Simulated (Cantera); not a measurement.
Input: 1 mol C2F6, 0.47 mol H2, equilibrated at 898.15 K and 54.0 Pa.

Cantera equilibrium calculation (NASA polynomials, part measured and part estimated; ideal gas, pure solids and liquids). Candidate condensed phases: C, C6H6, C7H8, C8H18; 95 gas species. The feed counts by its element totals alone. Condensed phases not in the tables: fluorocarbon polymer. Gases not in the tables: C2F6 and larger saturated fluorocarbons. Rates play no part.

Base state: CF4 0.574, HF 0.426 (mole fractions); condensed: C(graphite).

**Question.** What changes in the equilibrium state with this change: C2F6 replaced by CH3Cl?

**Answer.** 
```csv
species,before,after
H2,<1e-9,0.595
HCl,0,0.405
CH4,<1e-9,6.11e-5
CF4,0.574,0
HF,0.426,0
"C(graphite), mol",0.735,1.000
```
